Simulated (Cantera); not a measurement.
Input (Python, Cantera):

```python
import numpy as np
import cantera as ct

gas = ct.Solution("gri30.yaml")
gas.TPX = 675, 100000, {'CH4': 1, 'H2': 0.033, 'O2': 1.68, 'N2': 6.32}
inlet = ct.Reservoir(gas, clone=True)
gas.equilibrate("HP")  # start burning
reactor = ct.IdealGasConstPressureReactor(gas, energy="on", clone=False)
exhaust = ct.Reservoir(gas, clone=True)
tau = [0.066, 0.024, 0.0087, 0.0032, 0.0011, 0.00042, 0.00015, 5.5e-05, 2e-05, 7.2e-06][0]
for a, b in ((inlet, reactor), (reactor, exhaust)):
    ct.MassFlowController(a, b, mdot=lambda t: reactor.mass / tau)
net = ct.ReactorNet([reactor])
show = ['CH4', 'H2', 'O2', 'HCN', 'CH2']

rows = []
print(f"{'tau/s':>10s}{'T/K':>9s}" + "".join(f"{s:>11s}" for s in show))
for tau in [0.066, 0.024, 0.0087, 0.0032, 0.0011, 0.00042, 0.00015, 5.5e-05, 2e-05, 7.2e-06]:
    net.initial_time = 0.0
    net.advance(30 * tau)
    before = gas.X
    net.advance(40 * tau)
    drift = np.max(np.abs(gas.X - before) / (gas.X + 1e-9))
    rows.append([gas.T, *gas[show].X, drift])
    print(f"{tau:10.3e}{gas.T:9.1f}" + "".join(f"{x:11.3e}" for x in gas[show].X))
```

Result:

```
     tau/s      T/K        CH4         H2         O2        HCN        CH2
 6.600e-02   2364.0  5.063e-06  2.650e-02  8.030e-04  1.386e-06  3.064e-07
 2.400e-02   2350.3  1.056e-05  2.685e-02  1.167e-03  2.541e-06  6.853e-07
 8.700e-03   2326.4  2.074e-05  2.749e-02  1.858e-03  3.939e-06  1.396e-06
 3.200e-03   2290.3  4.043e-05  2.850e-02  2.991e-03  5.305e-06  2.618e-06
 1.100e-03   2238.3  8.748e-05  2.995e-02  4.792e-03  6.784e-06  4.970e-06
 4.200e-04   2183.3  1.919e-04  3.137e-02  7.037e-03  8.803e-06  9.155e-06
 1.500e-04   2119.6  5.120e-04  3.279e-02  1.080e-02  1.359e-05  1.964e-05
 5.500e-05   2025.5  1.900e-03  3.497e-02  2.062e-02  2.530e-05  5.157e-05
 2.000e-05    675.0  1.107e-01  3.653e-03  1.860e-01  2.842e-20 -1.366e-32
 7.200e-06    675.0  1.107e-01  3.653e-03  1.860e-01  5.350e-23 -6.434e-35
```

Cantera simulation using GRI-Mech 3.0 (53 species, 325 reactions); the numbers are that mechanism's predictions, not measurements.
